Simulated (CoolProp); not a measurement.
A single-stage vapour-compression cycle with R407C: evaporating at 307.15 K (dew point), condensing at 351.15 K (bubble point), superheat 5 K, subcooling 8 K, compressor efficiency 0.8, no pressure losses. Each further row changes one setting.

Model: reference Helmholtz-energy equation of state, Lemmon 2003, in CoolProp. It is a pseudo-pure fit of the blend.

| case | cooling COP | pressure ratio | discharge temperature (K) | refrigerating effect (kJ/kg) | volumetric capacity (kJ/m³) |
|---|---|---|---|---|---|
| as stated | 3.51 | 3.06 | 375.9 | 116 | 6380 |
| evaporating temperature 312.15 K | 4.10 | ___ | ___ | ___ | 7470 |
| condensing temperature 346.15 K | 4.16 | 2.77 | ___ | 126 | 6910 |
| subcooling 13 K | 3.83 | 3.06 | 375.9 | 126 | 6950 |
| superheat 15 K | ___ | 3.06 | ___ | ___ | 6550 |
| compressor efficiency 0.7 | 3.07 | 3.06 | 379.0 | 116 | 6380 |

Problem. Complete the blanks.

Solution. 
- evaporating temperature 312.15 K, pressure ratio: 2.67
- evaporating temperature 312.15 K, discharge temperature (K): 374.1
- evaporating temperature 312.15 K, refrigerating effect (kJ/kg): 118
- condensing temperature 346.15 K, discharge temperature (K): 369.7
- superheat 15 K, cooling COP: 3.57
- superheat 15 K, discharge temperature (K): 385.3
- superheat 15 K, refrigerating effect (kJ/kg): 127
